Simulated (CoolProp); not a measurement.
The numbers come from the reference Helmholtz-energy equation of state, Kamei 1995 in CoolProp.

Problem. For R22, give the phase and the cv (kJ/(kg K)), Prandtl number at 319.6 K and 0.133 MPa; 319.6 K and 2.37 MPa.

Solution. 
- 319.6 K and 0.133 MPa: gas; cv 0.584, Prandtl number 0.785
- 319.6 K and 2.37 MPa: liquid; cv 0.712, Prandtl number 1.82

Viscosity comes from a separate model (Bell 2016), an estimate that may be off by 10 % or more. Thermal conductivity comes from a separate model (McLinden 2000), an estimate that may be off by 10 % or more.
